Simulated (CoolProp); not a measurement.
Aqueous potassium formate as a coolant, 41 % by mass, freezing at -36.7 °C, 1 atm.

Model: Melinder's fits for secondary coolants, in CoolProp.

```json
[
 {"T (°C)": "-11.6", "cp (kJ/(kg K))": "2.798", "density (kg/m³)": "1282", "viscosity (mPa s)": "(withheld)", "Prandtl number": "27.8"},
 {"T (°C)": "-6.9", "cp (kJ/(kg K))": "2.806", "density (kg/m³)": "1280", "viscosity (mPa s)": "4.05", "Prandtl number": "23.5"},
 {"T (°C)": "-2.1", "cp (kJ/(kg K))": "(withheld)", "density (kg/m³)": "1279", "viscosity (mPa s)": "3.49", "Prandtl number": "20.1"},
 {"T (°C)": "2.6", "cp (kJ/(kg K))": "2.823", "density (kg/m³)": "1277", "viscosity (mPa s)": "3.06", "Prandtl number": "17.5"},
 {"T (°C)": "7.4", "cp (kJ/(kg K))": "(withheld)", "density (kg/m³)": "1275", "viscosity (mPa s)": "2.70", "Prandtl number": "15.3"},
 {"T (°C)": "12.1", "cp (kJ/(kg K))": "2.840", "density (kg/m³)": "1273", "viscosity (mPa s)": "(withheld)", "Prandtl number": "13.6"},
 {"T (°C)": "16.9", "cp (kJ/(kg K))": "2.848", "density (kg/m³)": "1271", "viscosity (mPa s)": "2.19", "Prandtl number": "12.2"},
 {"T (°C)": "21.6", "cp (kJ/(kg K))": "2.857", "density (kg/m³)": "1269", "viscosity (mPa s)": "1.99", "Prandtl number": "11.0"},
 {"T (°C)": "26.4", "cp (kJ/(kg K))": "2.866", "density (kg/m³)": "(withheld)", "viscosity (mPa s)": "(withheld)", "Prandtl number": "9.99"},
 {"T (°C)": "31.1", "cp (kJ/(kg K))": "2.875", "density (kg/m³)": "1264", "viscosity (mPa s)": "1.67", "Prandtl number": "9.12"},
 {"T (°C)": "35.9", "cp (kJ/(kg K))": "2.884", "density (kg/m³)": "1262", "viscosity (mPa s)": "(withheld)", "Prandtl number": "8.34"}
]
```

Task: Some entries are withheld; supply them.

Result: 
- -11.6, viscosity (mPa s): 4.75
- -2.1, cp (kJ/(kg K)): 2.815
- 7.4, cp (kJ/(kg K)): 2.831
- 12.1, viscosity (mPa s): 2.42
- 26.4, density (kg/m³): 1267
- 26.4, viscosity (mPa s): 1.82
- 35.9, viscosity (mPa s): 1.54
